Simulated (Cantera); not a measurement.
Source: NASA polynomial tables (part measured, part estimated), evaluated in Cantera. Values are per mole of reaction as written; species without (g) are pure solids or liquids, kept so even where they would boil at 1 bar.

4 Ta + 5 H2O2(g) ⇌ 2 Ta2O5 + 5 H2(g), with ΔH° = -3410.3 kJ and ΔS° = -398.1 J/K at 300 K.

Problem. How far is the shortcut ΔG° ≈ ΔH°(300 K) − T·ΔS°(300 K) from the full temperature-dependent value at 698, 748, 798, 848, 898, 948, 998, 1048 K?

Solution. 
```json
[
 {"T (K)": "698", "shortcut (kJ)": "-3132.4", "full (kJ)": "-3152.3", "difference (kJ)": "19.9", "difference in log10 K": "-1.49"},
 {"T (K)": "748", "shortcut (kJ)": "-3112.5", "full (kJ)": "-3136.9", "difference (kJ)": "24.4", "difference in log10 K": "-1.71"},
 {"T (K)": "798", "shortcut (kJ)": "-3092.6", "full (kJ)": "-3121.8", "difference (kJ)": "29.3", "difference in log10 K": "-1.92"},
 {"T (K)": "848", "shortcut (kJ)": "-3072.6", "full (kJ)": "-3107.1", "difference (kJ)": "34.4", "difference in log10 K": "-2.12"},
 {"T (K)": "898", "shortcut (kJ)": "-3052.7", "full (kJ)": "-3092.6", "difference (kJ)": "39.9", "difference in log10 K": "-2.32"},
 {"T (K)": "948", "shortcut (kJ)": "-3032.8", "full (kJ)": "-3078.4", "difference (kJ)": "45.6", "difference in log10 K": "-2.51"},
 {"T (K)": "998", "shortcut (kJ)": "-3012.9", "full (kJ)": "-3064.4", "difference (kJ)": "51.5", "difference in log10 K": "-2.70"},
 {"T (K)": "1048", "shortcut (kJ)": "-2993.0", "full (kJ)": "-3050.7", "difference (kJ)": "57.7", "difference in log10 K": "-2.88"}
]
```
The shortcut ignores the heat-capacity change of the reaction.
